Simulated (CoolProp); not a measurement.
Carbon monoxide at 298.15 K and 0.155 MPa is throttled through a valve to 0.0387 MPa with no heat exchange. Each further row changes one setting.

Computed with CoolProp (reference Helmholtz-energy equation of state, Lemmon 2006). It is a short technical equation, of lower accuracy than the large ones.

| case | temperature change (K) | final density (kg/m³) |
|---|---|---|
| as stated | -0.3 | ? |
| outlet pressure 0.0116 MPa | ? | 0.131 |
| outlet pressure 0.0503 MPa | -0.3 | ? |

Question: Fill in the missing entries.

Answer: 
- as stated, final density (kg/m³): 0.438
- outlet pressure 0.0116 MPa, temperature change (K): -0.4
- outlet pressure 0.0503 MPa, final density (kg/m³): 0.569
